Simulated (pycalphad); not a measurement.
All values are pycalphad results on the COST 507 light-alloy database (1999) (1 atm), not direct measurements. The database dates from 1999; later assessments differ in places, in temperatures and in the compounds included. The system is extrapolated from its subsystems; higher-order compounds may be missing. Phase fractions are per mole of atoms. Kinetics are ignored, which matters at the lower temperatures.

Question: Give the equilibrium state of Al-0.21Mn-0.38Si-0.29Mg (at.%) at 77 °C.

Answer: FCC_A1, fraction 0.982, with <0.01 Mn, <0.01 Si, <0.01 Mg at.%; ALMNSI_ALPHA, fraction 0.012, with 17.4 Mn, 9.9 Si, no Mg at.%; MG2SI, fraction 0.004, with no Mn, 33.3 Si, 66.7 Mg at.%; DIAMOND_A4, fraction 0.001, with no Mn, >99.99 Si, no Mg at.%.

Question: Give the equilibrium state of Al-0.21Mn-0.38Si-0.29Mg (at.%) at 577 °C.

Answer: FCC_A1, fraction 0.993, with 0.09 Mn, 0.30 Si, 0.29 Mg at.%; ALMNSI_ALPHA, fraction 0.007, with 17.4 Mn, 11.4 Si, no Mg at.%.

Database names, with the compositions (at.%) that they take in these runs: ALMNSI_ALPHA: Al 70-73 Mn 17 Si 10-12; MG2SI: Mg 67 Si 33. FCC_A1 is fcc; DIAMOND_A4 is diamond (Si). An entry "none" or "no" means that the model of the phase leaves that element out.
